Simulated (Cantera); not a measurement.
Charge: 1 mol Fe3O4, 0.9 mol H2, equilibrated at 2.10 mbar.

Equilibrium computed with Cantera from the NASA thermochemical tables; the gas is ideal and each condensed phase is pure. Candidate condensed phases: Fe, FeO, Fe(OH)2, Fe(OH)3, Fe2O3, Fe3O4, H2O; 12 gas species. Mutual solubility and eutectic melting of coexisting phases are not modelled. The tables' stoichiometric FeO is somewhat more stable than real wüstite, so its field is too wide. FeO: taken at fixed stoichiometry. The numbers say what is thermodynamically allowed, not how fast it happens.

x: gas mole fraction; n: condensed amount in mol.

```tsv
T (K)	x H2O	x H2	x O2	x OH	x H	x Fe(OH)2	n FeO(s)	n Fe3O4(s)	n FeO(l)
1575	0.983	0.0168	3.96e-5	0.000250	0.000117	3.02e-5	2.66	0.115	0
1600	0.983	0.0161	…	…	…	…	2.66	0.114	0
1625	0.984	0.0154	0.000152	0.000514	0.000191	4.60e-5	2.66	0.113	0
1650	0.984	0.0148	0.000290	0.000724	0.000241	5.61e-5	0	0.113	2.66
1675	0.985	0.0132	0.000633	0.00105	0.000291	6.64e-5	0	0.110	2.67
1700	0.985	…	…	…	…	…	0	0.108	2.68
1725	0.984	0.0105	0.00283	0.00215	0.000415	9.13e-5	0	0.104	2.69
```

### Question
Complete the blanks.

### Answer

- 1700, x H2: 0.0117
- 1700, x O2: 0.00135
- 1700, x OH: 0.00151
- 1700, x H: 0.000348
- 1700, x Fe(OH)2: 7.81e-5
- 1600, x O2: 7.84e-5
- 1600, x OH: 0.000360
- 1600, x H: 0.000150
- 1600, x Fe(OH)2: 3.74e-5
